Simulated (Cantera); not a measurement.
Charge: 1 mol SiF4, 0.38 mol H2O, equilibrated at 14.0 mbar.

Method: chemical equilibrium by Gibbs-energy minimisation in Cantera with the NASA 1993 tables (ideal gas, pure condensed phases). Candidate condensed phases: H2O, Si, SiO2; 38 gas species. The tables hold silica as quartz up to 1696 K and as liquid above; real silica turns to tridymite and cristobalite and melts near 1996 K. Kinetics and transport are ignored.

Q: Which condensed phases are stable at each of these points (T (°C)): 827, 877, 927, 977, 1027, 1077, 1127, 1177, 1227, 1277, 1327, 1377, 1427?

A: 
```json
[
 {"T (°C)": "827", "condensed phases": "SiO2(β-quartz)", "Si condensed (%)": "16.4"},
 {"T (°C)": "877", "condensed phases": "SiO2(β-quartz)", "Si condensed (%)": "16.8"},
 {"T (°C)": "927", "condensed phases": "SiO2(β-quartz)", "Si condensed (%)": "17.2"},
 {"T (°C)": "977", "condensed phases": "SiO2(β-quartz)", "Si condensed (%)": "17.5"},
 {"T (°C)": "1027", "condensed phases": "SiO2(β-quartz)", "Si condensed (%)": "17.8"},
 {"T (°C)": "1077", "condensed phases": "SiO2(β-quartz)", "Si condensed (%)": "17.9"},
 {"T (°C)": "1127", "condensed phases": "SiO2(β-quartz)", "Si condensed (%)": "18.1"},
 {"T (°C)": "1177", "condensed phases": "SiO2(β-quartz)", "Si condensed (%)": "18.2"},
 {"T (°C)": "1227", "condensed phases": "SiO2(β-quartz)", "Si condensed (%)": "18.3"},
 {"T (°C)": "1277", "condensed phases": "SiO2(β-quartz)", "Si condensed (%)": "18.4"},
 {"T (°C)": "1327", "condensed phases": "SiO2(β-quartz)", "Si condensed (%)": "18.5"},
 {"T (°C)": "1377", "condensed phases": "SiO2(β-quartz)", "Si condensed (%)": "18.5"},
 {"T (°C)": "1427", "condensed phases": "SiO2(condensed)", "Si condensed (%)": "18.6"}
]
```

From 827 °C to 1377 °C the condensed part is SiO2(β-quartz). At 1427 °C the condensed part is SiO2(condensed).
